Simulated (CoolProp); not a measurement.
A single-stage vapour-compression cycle with cis-2-butene: evaporating at 261.15 K (dew point), condensing at 295.15 K (bubble point), superheat 10 K, subcooling 2 K, compressor efficiency 0.8, no pressure losses. Each further row changes one setting.

The numbers come from the reference Helmholtz-energy equation of state, Lemmon 2005 in CoolProp. It is a short technical equation, of lower accuracy than the large ones.

```csv
case,cooling COP,pressure ratio,discharge temperature (K),refrigerating effect (kJ/kg),volumetric capacity (kJ/m³)
as stated,5.55,3.63,321.0,374,507
evaporating temperature 266.15 K,(withheld),(withheld),318.0,(withheld),629
condensing temperature 290.15 K,6.62,3.07,(withheld),385,522
subcooling 7 K,5.72,3.63,321.0,385,522
superheat 20 K,(withheld),3.63,331.3,(withheld),(withheld)
compressor efficiency 0.7,(withheld),3.63,327.0,374,507
```

Problem. Complete the blanks.

Solution. 
- evaporating temperature 266.15 K, cooling COP: 6.74
- evaporating temperature 266.15 K, pressure ratio: 2.93
- evaporating temperature 266.15 K, refrigerating effect (kJ/kg): 380
- condensing temperature 290.15 K, discharge temperature (K): 314.4
- superheat 20 K, cooling COP: 5.54
- superheat 20 K, refrigerating effect (kJ/kg): 388
- superheat 20 K, volumetric capacity (kJ/m³): 506
- compressor efficiency 0.7, cooling COP: 4.86
